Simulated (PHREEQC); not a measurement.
# Buffer: an equilibrium model

A solution holds 1.6 mol NH4Cl and 8.8e-05 mol Na2HPO4 per kg of water, at 25 °C. Closed to the air; pH follows from the charge balance.

The numbers come from PHREEQC with the ion-association model, phreeqc.dat.

```yaml
pH: 5.45
ionic_strength: 1.60 mol/kgw
activity_of_water: 0.946
density: 1.021 g/cm³
total_alkalinity: 0.0880 meq/kg
```

| species | molality | activity | log γ |
|---|---|---|---|
| Cl- | 1.60 | 0.942 | -0.230 |
| NH4+ | 1.60 | 0.772 | -0.316 |
| Na+ | 0.000176 | 0.000137 | -0.108 |
| NH3 | 8.65e-5 | 0.000125 | 0.160 |
| H2PO4- | 8.17e-5 | 5.17e-5 | -0.199 |
| HPO4-2 | 6.29e-6 | 9.12e-7 | -0.839 |
| H+ | 4.81e-6 | 3.52e-6 | -0.136 |
| H3PO4 | 1.85e-8 | 2.68e-8 | 0.160 |
| OH- | 4.98e-9 | 2.72e-9 | -0.263 |

Precipitation was switched off in this run. Ionic strength above about 0.7 mol/kgw puts this run outside the model's range.
